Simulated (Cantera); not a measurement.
Adiabatic ignition

An adiabatic, constant-pressure homogeneous reactor starts with C₂H₄ : O₂ : N₂ : H₂O = 1 : 2.5 : 9.4 : 0.33 (molar parts), at 1650 K and 728 Torr.

Model: GRI-Mech 3.0 (53 species, 325 reactions), integrated in Cantera. GRI-Mech 3.0 was tuned for natural gas; its chemistry of ethylene as a main component is partial and can be far from experiment.

```csv
t (s),T (K),x C₂H₄,x O₂,x H₂O,x OH,x CO₂,x H,x NO
3.00e-6,1650,0.0756,0.189,0.0249,1.35e-7,2.30e-10,2.98e-7,<1e-12
8.68e-6,1650,0.0753,0.189,0.0250,1.40e-5,1.70e-7,2.87e-5,1.59e-12
2.51e-5,2638,<1e-12,0.0243,0.105,0.0240,0.0339,0.0271,0.000102
7.27e-5,2726,<1e-12,0.0194,0.104,0.0243,0.0465,0.0266,0.000468
0.000211,2838,<1e-12,0.0169,0.111,0.0234,0.0496,0.0205,0.00178
0.000609,2875,<1e-12,0.0149,0.114,0.0224,0.0507,0.0182,0.00524
0.00176,2871,<1e-12,0.0139,0.114,0.0217,0.0504,0.0179,0.00887
0.00510,2870,<1e-12,0.0137,0.114,0.0216,0.0503,0.0179,0.00942
0.0148,2870,<1e-12,0.0137,0.114,0.0215,0.0503,0.0179,0.00942
0.0428,2870,<1e-12,0.0137,0.114,0.0215,0.0503,0.0179,0.00942
0.124,2870,<1e-12,0.0137,0.114,0.0215,0.0503,0.0179,0.00942
0.358,2870,<1e-12,0.0137,0.114,0.0215,0.0503,0.0179,0.00942
1.04,2870,<1e-12,0.0137,0.114,0.0215,0.0503,0.0179,0.00942
3.00,2870,<1e-12,0.0137,0.114,0.0215,0.0503,0.0179,0.00942
```
x: mole fraction; the columns are a selection and need not sum to one.

```json
{
  "time_of_steepest_temperature_rise": "19.6 µs",
  "temperature at 3.00 s": "2870 K",
  "equilibrium_temperature": "2870 K",
  "x(C₂H₄) at 3.00 s": "<1e-12 (gas-phase equilibrium <1e-12)",
  "x(O₂) at 3.00 s": "0.0137 (gas-phase equilibrium 0.0137)",
  "x(H₂O) at 3.00 s": "0.114 (gas-phase equilibrium 0.114)"
}
```
